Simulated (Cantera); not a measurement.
A Cantera script and its output.

```python
import numpy as np
import cantera as ct

gas = ct.Solution("gri30.yaml")
gas.TPX = 1325, 1333, {'H2': 0.078, 'O2': 1}
inlet = ct.Reservoir(gas, clone=True)

reactor = ct.IdealGasConstPressureReactor(gas, energy="off", clone=False)
exhaust = ct.Reservoir(gas, clone=True)
tau = [3.1, 0.88, 0.25, 0.069, 0.019, 0.0054, 0.0015][0]
for a, b in ((inlet, reactor), (reactor, exhaust)):
    ct.MassFlowController(a, b, mdot=lambda t: reactor.mass / tau)
net = ct.ReactorNet([reactor])
show = ['H2', 'O2', 'H2O', 'HO2', 'H2O2', 'H', 'OH']

rows = []
print(f"{'tau/s':>10s}{'T/K':>9s}" + "".join(f"{s:>11s}" for s in show))
for tau in [3.1, 0.88, 0.25, 0.069, 0.019, 0.0054, 0.0015]:
    net.initial_time = 0.0
    net.advance(30 * tau)
    before = gas.X
    net.advance(40 * tau)
    drift = np.max(np.abs(gas.X - before) / (gas.X + 1e-9))
    rows.append([gas.T, *gas[show].X, drift])
    print(f"{tau:10.3e}{gas.T:9.1f}" + "".join(f"{x:11.3e}" for x in gas[show].X))
```

Result:

```
     tau/s      T/K         H2         O2        H2O        HO2       H2O2          H         OH
 3.100e+00   1325.0  1.186e-04  9.219e-01  7.395e-02  9.578e-07  4.451e-08  1.354e-04  1.621e-03
 8.800e-01   1325.0  2.596e-04  9.186e-01  7.310e-02  1.514e-06  6.209e-08  4.555e-04  2.423e-03
 2.500e-01   1325.0  5.456e-04  9.120e-01  7.147e-02  2.153e-06  8.033e-08  1.425e-03  3.527e-03
 6.900e-02   1325.0  1.077e-03  9.004e-01  6.846e-02  2.734e-06  9.513e-08  3.878e-03  4.889e-03
 1.900e-02   1325.0  1.929e-03  8.866e-01  6.427e-02  3.094e-06  1.047e-07  7.812e-03  6.186e-03
 5.400e-03   1325.0  3.513e-03  8.786e-01  5.989e-02  3.276e-06  1.184e-07  1.124e-02  7.317e-03
 1.500e-03   1325.0  7.909e-03  8.792e-01  5.350e-02  3.380e-06  1.498e-07  1.334e-02  8.767e-03
```

Model: GRI-Mech 3.0 (53 species, 325 reactions), integrated in Cantera. Radical loss at walls, strong at low pressure, is not modelled. The temperature is held fixed by assumption; the heat of reaction is taken as removed at once.
